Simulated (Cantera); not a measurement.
What does this Cantera script print?

```python
import numpy as np
import cantera as ct

gas = ct.Solution("h2o2.yaml")
gas.TPX = 325, 14000, {'H2': 1, 'O2': 0.455, 'N2': 1.71, 'H2O': 0.043}
flame = ct.FreeFlame(gas, width=0.16)
flame.set_refine_criteria(ratio=3, slope=0.08, curve=0.16)
flame.transport_model = "mixture-averaged"
flame.solve(loglevel=0, auto=True)
z, T = flame.grid, flame.T
thick = (T[-1] - T[0]) / np.gradient(T, z).max()
show = ['H2', 'O2', 'H2O2', 'H', 'H2O', 'O']
print(f"laminar burning velocity  {flame.velocity[0] * 100:.3f} cm/s")
print(f"burnt temperature         {T[-1]:.1f} K")
print(f"thermal thickness         {thick * 1e3:.4f} mm")
print(f"grid points               {len(z)}")
z0 = z[flame.heat_release_rate.argmax()]
print(f"{'z/mm':>9s}{'T/K':>9s}{'u/(m/s)':>9s}" + "".join(f"{s:>11s}" for s in show))
rows = []
for k in (-3, -2, -1.5, -1, -0.5, -0.25, 0, 0.25, 0.5, 1, 2, 4, 8):
    zz = z0 + k * thick
    rows.append([k * thick, np.interp(zz, z, T), np.interp(zz, z, flame.velocity),
                 *(np.interp(zz, z, flame.X[gas.species_index(s)]) for s in show)])
    print(f"{rows[-1][0] * 1e3:9.3f}{rows[-1][1]:9.1f}{rows[-1][2]:9.3f}" + "".join(f"{x:11.3e}" for x in rows[-1][3:]))
```

Output:

```
laminar burning velocity  236.875 cm/s
burnt temperature         2322.2 K
thermal thickness         4.8757 mm
grid points               136
     z/mm      T/K  u/(m/s)         H2         O2       H2O2          H        H2O          O
  -14.627    325.0    2.369  3.117e-01  1.418e-01  9.621e-19  2.603e-20  1.340e-02  4.326e-17
   -9.751    325.0    2.369  3.117e-01  1.418e-01  4.355e-16  3.924e-18  1.340e-02  6.389e-15
   -7.313    325.0    2.369  3.117e-01  1.418e-01  2.863e-14  1.547e-16  1.340e-02  2.177e-13
   -4.876    325.0    2.369  3.117e-01  1.418e-01  1.470e-11  3.102e-13  1.340e-02  3.903e-11
   -2.438    326.7    2.378  3.106e-01  1.420e-01  5.351e-07  6.751e-07  1.344e-02  1.534e-07
   -1.219    532.8    3.792  2.826e-01  1.388e-01  4.146e-05  4.023e-03  2.750e-02  8.540e-05
    0.000   1016.0    6.977  1.663e-01  1.001e-01  6.695e-07  4.644e-02  1.175e-01  4.268e-03
    1.219   1316.5    8.939  6.606e-02  3.720e-02  8.855e-07  7.833e-02  2.305e-01  1.033e-02
    2.438   1441.9    9.728  5.363e-02  2.546e-02  7.548e-07  7.434e-02  2.517e-01  1.074e-02
    4.876   1576.8   10.545  5.496e-02  2.192e-02  4.850e-07  6.181e-02  2.598e-01  1.008e-02
    9.751   1724.2   11.412  5.601e-02  1.867e-02  2.555e-07  4.809e-02  2.690e-01  8.662e-03
   19.503   1873.6   12.261  5.500e-02  1.516e-02  1.309e-07  3.523e-02  2.803e-01  6.768e-03
   39.005   2014.5   13.037  5.204e-02  1.161e-02  7.307e-08  2.432e-02  2.930e-01  4.773e-03
```

Cantera simulation using the H2/O2 subset of GRI-Mech 3.0, which has no nitrogen chemistry; the numbers are that mechanism's predictions, not measurements. Burning velocities carry a grid error of a few per cent, more on coarse grids.
